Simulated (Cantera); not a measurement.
What does this Cantera script print?

```python
import numpy as np
import cantera as ct

gas_names = """
    Cu CuF CuF2 Cu2 F F2
""".split()
cond_names = """
    Cu(cr) Cu(L) CuF2(s) CuF2(L)
""".split()


# ... load() reads the species with a 1 bar reference pressure and builds the phases ...
atoms = {
    'Cu': {'Cu': 1},
    'F2': {'F': 2},
}
top_T = {}  # K; cautious upper limits of use, not melting points


# ... equilibrate(T, P, feed) seeds the gas with the atoms and calls Mixture.equilibrate('TP', solver="vcs", rtol=1e-11, max_steps=5000) ...
results = []
feed = {'Cu': 1, 'F2': 3.1}  # mol
T = 923.15  # K
P = 1800  # Pa
mix = equilibrate(T, P, feed)
results.append((T, P, feed, dict(zip(mix.species_names, mix.species_moles))))
print(gas.report(threshold=1e-05))
for i in range(1, mix.n_phases):
    print(f"{mix.phase(i).name:16s} {mix.phase_moles(i):12.5e} mol")
```

Result:

```
       temperature   923.15 K
          pressure   1800 Pa
           density   0.0076932 kg/m^3
  mean mol. weight   32.805 kg/kmol
   phase of matter   gas

                          1 kg             1 kmol
                     ---------------   ---------------
          enthalpy        1.2579e+06        4.1266e+07  J
   internal energy        1.0239e+06         3.359e+07  J
           entropy            8048.8        2.6404e+05  J/K
    Gibbs function       -6.1724e+06       -2.0248e+08  J
 heat capacity c_p            992.35             32554  J/K
 heat capacity c_v            738.89             24239  J/K

                      mass frac. Y      mole frac. X     chem. pot. / RT
                     ---------------   ---------------   ---------------
              CuF2        0.00016206        5.2356e-05           -83.614
                 F           0.15837           0.27346           -15.278
                F2           0.84147           0.72649           -30.556
     [   +3 minor]        6.9454e-15        2.7602e-15

Cu(cr)            0.00000e+00 mol
CuF2(s)           9.99873e-01 mol
```

These are equilibrium values from Cantera (NASA tables, ideal gas, pure condensed phases), not measurements of a reactor.
